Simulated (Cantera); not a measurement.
Input (Python, Cantera) and output of one run.

```python
import numpy as np
import cantera as ct

gas_names = """
    Ca CaCL CaCL2 Ca2 CL CL2 H HCL H2
""".split()
cond_names = """
    Ca(a) Ca(b) Ca(L) CaCL2(s) CaCL2(L)
""".split()


# ... load() reads the species with a 1 bar reference pressure and builds the phases ...
atoms = {
    'CaCl2': {'Ca': 1, 'CL': 2},
    'HCl': {'H': 1, 'CL': 1},
    'H2': {'H': 2},
}
top_T = {}  # K; cautious upper limits of use, not melting points


# ... equilibrate(T, P, feed) seeds the gas with the atoms and calls Mixture.equilibrate('TP', solver="vcs", rtol=1e-11, max_steps=5000) ...
results = []
T = 1773  # K
P = 100000  # Pa
for m in [2.5, 3.8, 5.9, 9, 14, 21, 32, 50, 76, 120, 180]:
    feed = {'CaCl2': 1, 'HCl': 2.6, 'H2': m}  # mol
    mix = equilibrate(T, P, feed)
    results.append((T, P, feed, dict(zip(mix.species_names, mix.species_moles))))
    x = sorted(zip(gas.X, gas.species_names), reverse=True)
    print(f"T = {T:g} K  P = {P:g} Pa  n(H2) = {m:g} mol  gas = {mix.phase_moles(0):.4g} mol")
    print("   x: " + "  ".join(f"{s} {v:.3e}" for v, s in x if v > 1e-05))
    print("   condensed (mol): " + ("  ".join(f"{mix.phase(i).name} {mix.phase_moles(i):.4g}"
          for i in range(1, mix.n_phases) if mix.phase_moles(i) > 1e-12) or "none"))
```

It prints:

```
T = 1773 K  P = 100000 Pa  n(H2) = 2.5 mol  gas = 5.305 mol
   x: HCL 4.900e-01  H2 4.713e-01  CaCL2 3.840e-02  H 1.953e-04  CL 1.561e-04
   condensed (mol): CaCL2(L) 0.7963
T = 1773 K  P = 100000 Pa  n(H2) = 3.8 mol  gas = 6.657 mol
   x: H2 5.708e-01  HCL 3.905e-01  CaCL2 3.840e-02  H 2.149e-04  CL 1.130e-04
   condensed (mol): CaCL2(L) 0.7444
T = 1773 K  P = 100000 Pa  n(H2) = 5.9 mol  gas = 8.841 mol
   x: H2 6.673e-01  HCL 2.940e-01  CaCL2 3.840e-02  H 2.324e-04  CL 7.869e-05
   condensed (mol): CaCL2(L) 0.6605
T = 1773 K  P = 100000 Pa  n(H2) = 9 mol  gas = 12.07 mol
   x: H2 7.459e-01  HCL 2.154e-01  CaCL2 3.840e-02  H 2.457e-04  CL 5.454e-05
   condensed (mol): CaCL2(L) 0.5367
T = 1773 K  P = 100000 Pa  n(H2) = 14 mol  gas = 17.27 mol
   x: H2 8.107e-01  HCL 1.506e-01  CaCL2 3.840e-02  H 2.561e-04  CL 3.656e-05
   condensed (mol): CaCL2(L) 0.3369
T = 1773 K  P = 100000 Pa  n(H2) = 21 mol  gas = 24.55 mol
   x: H2 8.554e-01  HCL 1.059e-01  CaCL2 3.840e-02  H 2.631e-04  CL 2.504e-05
   condensed (mol): CaCL2(L) 0.05726
T = 1773 K  P = 100000 Pa  n(H2) = 32 mol  gas = 35.61 mol
   x: H2 8.986e-01  HCL 7.301e-02  CaCL2 2.808e-02  H 2.697e-04  CL 1.684e-05
   condensed (mol): none
T = 1773 K  P = 100000 Pa  n(H2) = 50 mol  gas = 53.61 mol
   x: H2 9.326e-01  HCL 4.850e-02  CaCL2 1.865e-02  H 2.747e-04  CL 1.098e-05
   condensed (mol): none
T = 1773 K  P = 100000 Pa  n(H2) = 76 mol  gas = 79.61 mol
   x: H2 9.545e-01  HCL 3.266e-02  CaCL2 1.255e-02  H 2.779e-04
   condensed (mol): none
T = 1773 K  P = 100000 Pa  n(H2) = 120 mol  gas = 123.6 mol
   x: H2 9.706e-01  HCL 2.104e-02  CaCL2 8.082e-03  H 2.803e-04
   condensed (mol): none
T = 1773 K  P = 100000 Pa  n(H2) = 180 mol  gas = 183.6 mol
   x: H2 9.801e-01  HCL 1.416e-02  CaCL2 5.439e-03  H 2.816e-04
   condensed (mol): none
```

Cantera equilibrium calculation (NASA polynomials, part measured and part estimated; ideal gas, pure solids and liquids).
